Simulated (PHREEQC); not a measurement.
Make-up at 70 °C: 0.0015 mol CdBr2, 0.002 mol LiOH and 0.00018 mol NaF per kg of water. Closed to the air; pH follows from the charge balance.

All values are PHREEQC results (ion-association model, phreeqc.dat), not measurements.

Each row changes one thing in this solution. Precipitation was switched off in this run.

```json
[
 {"case": "as made", "pH": "9.65", "ionic strength (mol/kgw)": "0.00412", "CdF+ (mol/kgw)": "3.75e-7", "NaF (mol/kgw)": "1.60e-8", "Cd(OH)3- (mol/kgw)": "7.79e-9", "HF (mol/kgw)": "1.35e-10"},
 {"case": "NaF from 0.00018 to 0.0018 mol/kgw", "pH": "9.65", "ionic strength (mol/kgw)": "0.00575", "CdF+ (mol/kgw)": "3.67e-6", "NaF (mol/kgw)": "1.55e-6", "Cd(OH)3- (mol/kgw)": "?", "HF (mol/kgw)": "1.33e-9"},
 {"case": "8.6e-05 mol/kgw NaOH added", "pH": "9.68", "ionic strength (mol/kgw)": "0.00417", "CdF+ (mol/kgw)": "3.50e-7", "NaF (mol/kgw)": "2.36e-8", "Cd(OH)3- (mol/kgw)": "?", "HF (mol/kgw)": "1.24e-10"},
 {"case": "NaF from 0.00018 to 3.6e-05 mol/kgw", "pH": "9.65", "ionic strength (mol/kgw)": "0.00397", "CdF+ (mol/kgw)": "7.51e-8", "NaF (mol/kgw)": "6.41e-10", "Cd(OH)3- (mol/kgw)": "?", "HF (mol/kgw)": "2.70e-11"},
 {"case": "0.00053 mol/kgw Li2SO4 added", "pH": "9.65", "ionic strength (mol/kgw)": "0.00566", "CdF+ (mol/kgw)": "3.59e-7", "NaF (mol/kgw)": "1.56e-8", "Cd(OH)3- (mol/kgw)": "?", "HF (mol/kgw)": "1.32e-10"}
]
```

Task: Fill in the missing entries.

Result: 
- NaF from 0.00018 to 0.0018 mol/kgw, Cd(OH)3- (mol/kgw): 7.72e-9
- 8.6e-05 mol/kgw NaOH added, Cd(OH)3- (mol/kgw): 9.30e-9
- NaF from 0.00018 to 3.6e-05 mol/kgw, Cd(OH)3- (mol/kgw): 7.80e-9
- 0.00053 mol/kgw Li2SO4 added, Cd(OH)3- (mol/kgw): 7.87e-9

Away from 25 °C the constants follow the database's enthalpies or fits; those with neither stay at their 25 °C values.
